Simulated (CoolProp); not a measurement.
Hexamethyldisiloxane (MM) along the isobar 915 kPa: density (kg/m³) from the reference equation and from simpler models built on Tc = 245.6 °C, pc = 1931 kPa, ω = 0.418; each cubic takes its own stable root.

The numbers come from the reference Helmholtz-energy equation of state, Thol 2016 in CoolProp.

| T (°C) | phase | reference |
|---|---|---|
| 43.85 | liquid | 741.1 |
| 55.45 | liquid | 728.6 |
| 66.95 | liquid | 716.0 |
| 78.55 | liquid | 703.0 |
| 90.05 | liquid | 689.8 |
| 101.65 | liquid | 676.1 |
| 113.25 | liquid | 661.9 |
| 124.75 | liquid | 647.3 |
| 136.35 | liquid | 632.0 |
| 147.85 | liquid | 615.9 |
| 159.45 | liquid | 598.7 |

How far does each simpler model (Redlich-Kwong, Soave-Redlich-Kwong, Peng-Robinson) lie from the reference over these 11 states: mean and median of the absolute difference, and the worst?


- Redlich-Kwong: mean 12.7 %, median 12.3 %, worst -15.5 % at 159.45 °C and 915 kPa
- Soave-Redlich-Kwong: mean 6.8 %, median 6.6 %, worst -8.4 % at 159.45 °C and 915 kPa
- Peng-Robinson: mean 5.3 %, median 5.5 %, worst +5.9 % at 90.05 °C and 915 kPa
